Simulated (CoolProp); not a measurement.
Properties of propylene glycol at several states.

The numbers come from the reference Helmholtz-energy equation of state, Eisenbach 2021 in CoolProp.

| T (K) | p (MPa) | phase | Z | cp (kJ/(kg K)) | speed of sound (m/s) | expansivity (1/kK) | fugacity coefficient |
|---|---|---|---|---|---|---|---|
| 507.9 | 30.7 | liquid | 0.6289 | 3.518 | 1072 | ___ | 0.02126 |
| 342.1 | 1.49 | liquid | 0.03989 | 2.738 | 1389 | 0.7962 | ___ |
| 488.1 | 4.09 | liquid | 0.08825 | ___ | 969.0 | 1.231 | 0.05630 |

**Question.** What belongs in the gaps?

**Answer.** 
- 507.9, expansivity (1/kK): 1.068
- 342.1, fugacity coefficient: 0.0003454
- 488.1, cp (kJ/(kg K)): 3.505
